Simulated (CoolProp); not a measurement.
Vapour-liquid equilibrium of CH2F2 (R32) (1) + R125 (2) at 1.72 MPa; x and y are mole fractions of (1).

Model: multi-fluid Helmholtz-energy mixture model, Tillner-Roth 1997 and Lemmon 2005; pair parameters Lemmon 2004, in CoolProp.

Question: Give the bubble temperature and the first vapour's composition at x = 0.275, 0.725, 0.875. Is there an azeotrope?

Answer: x = 0.275: 29.9 °C, y = 0.315; x = 0.725: 26.3 °C, y = 0.743; x = 0.875: 25.8 °C, y = 0.879. No azeotrope shows between x = 0.05 and 0.95.

Pair parameters are fitted to limited data, so mixtures are less certain than the pure fluids.
